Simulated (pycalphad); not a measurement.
## Freezing of Si-Al-Fe alloys with rising Fe

Source of the numbers: pycalphad with the COST 507 light-alloy database (1999); pressure 1 atm. The database dates from 1999; later assessments differ in places, in temperatures and in the compounds included. Amounts are mole fractions of atoms.

Scheil-Gulliver runs (no diffusion in the solid, steps of 4 K) beside full equilibrium.

```json
[
 {"alloy": "Si-72.3Al-0.7Fe (at.%)", "liquidus (K)": "1063", "Scheil, half solid (K)": "at the invariant end", "Scheil, 80 % solid (K)": "at the invariant end", "Scheil, invariant end (K)": "849", "liquid left at that end": "0.80", "equilibrium solidus (K)": "849"},
 {"alloy": "Si-72.3Al-1.05Fe (at.%)", "liquidus (K)": "1057", "Scheil, half solid (K)": "at the invariant end", "Scheil, 80 % solid (K)": "at the invariant end", "Scheil, invariant end (K)": "849", "liquid left at that end": "0.79", "equilibrium solidus (K)": "849"},
 {"alloy": "Si-72.3Al-1.4Fe (at.%)", "liquidus (K)": "1051", "Scheil, half solid (K)": "at the invariant end", "Scheil, 80 % solid (K)": "at the invariant end", "Scheil, invariant end (K)": "849", "liquid left at that end": "0.77", "equilibrium solidus (K)": "849"},
 {"alloy": "Si-72.3Al-2.1Fe (at.%)", "liquidus (K)": "1038", "Scheil, half solid (K)": "at the invariant end", "Scheil, 80 % solid (K)": "at the invariant end", "Scheil, invariant end (K)": "849", "liquid left at that end": "0.74", "equilibrium solidus (K)": "849"},
 {"alloy": "Si-72.3Al-4.2Fe (at.%)", "liquidus (K)": "1052", "Scheil, half solid (K)": "at the invariant end", "Scheil, 80 % solid (K)": "at the invariant end", "Scheil, invariant end (K)": "849", "liquid left at that end": "0.65", "equilibrium solidus (K)": "849"},
 {"alloy": "Si-72.3Al-5.6Fe (at.%)", "liquidus (K)": "1073", "Scheil, half solid (K)": "at the invariant end", "Scheil, 80 % solid (K)": "at the invariant end", "Scheil, invariant end (K)": "849", "liquid left at that end": "0.60", "equilibrium solidus (K)": "849"}
]
```
